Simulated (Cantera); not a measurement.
Input (Python, Cantera) and output of one run.

```python
import numpy as np
import cantera as ct

gas_names = """
    Cu CuF CuF2 CuO Cu2 F FO FO2 F2 F2O H HF HOF HO2 H2 H2F2 H2O H2O2 H3F3 H4F4 H5F5 H6F6 H7F7 O OH O2
    O3
""".split()
cond_names = """
    Cu(cr) Cu(L) CuF2(s) CuF2(L) CuO(s) CuO2H2(s) Cu2O(s) Cu2O(L) H2O(s) H2O(L)
""".split()


# ... load() reads the species with a 1 bar reference pressure and builds the phases ...
atoms = {
    'CuO': {'Cu': 1, 'O': 1},
    'HF': {'H': 1, 'F': 1},
    'O2': {'O': 2},
}
top_T = {'CuO(s)': 1390}  # K; cautious upper limits of use, not melting points


# ... equilibrate(T, P, feed) seeds the gas with the atoms and calls Mixture.equilibrate('TP', solver="vcs", rtol=1e-11, max_steps=5000) ...
results = []
feed = {'CuO': 1, 'HF': 1.3, 'O2': 1.3}  # mol
P = 42000  # Pa
for T in [973, 998, 1023, 1048, 1073, 1098, 1123]:
    mix = equilibrate(T, P, feed)
    results.append((T, P, feed, dict(zip(mix.species_names, mix.species_moles))))

top = {s: max(r[3][s] / sum(r[3][g] for g in gas_names) for r in results) for s in gas_names}
cols = sorted((s for s in top if top[s] > 0.001), key=lambda s: -top[s])[:6]
seen = [c for c in cond_names if any(r[3].get(c, 0) > 1e-12 for r in results)]
print("log10 of partial pressures in bar; condensed amounts in mol")
print(f"{'T/K':>10s}" + "".join(f"{s[:9]:>10s}" for s in cols + seen))
for T, P, feed, n in results:
    ng = sum(n[g] for g in gas_names)
    print(f"{T:10.4g}" + "".join(f"{np.log10(max(n[s] / ng * P / 1e5, 1e-99)):10.3f}" for s in cols)
          + "".join(f"{n.get(c, 0):10.4g}" for c in seen))
```

It prints:

```
log10 of partial pressures in bar; condensed amounts in mol
       T/K        O2        HF   CuF2(s)    CuO(s)
       973    -0.677    -0.679  0.002167    0.9978
       998    -0.677    -0.679  0.001683    0.9982
      1023    -0.678    -0.679  0.001266    0.9986
      1048    -0.678    -0.678 0.0008507    0.9988
      1073    -0.678    -0.678 0.0003552     0.999
      1098    -0.678    -0.678         0     0.999
      1123    -0.678    -0.679         0    0.9988
```

Method: chemical equilibrium by Gibbs-energy minimisation in Cantera with the NASA 1993 tables (ideal gas, pure condensed phases). Mutual solubility and eutectic melting of coexisting phases are not modelled.
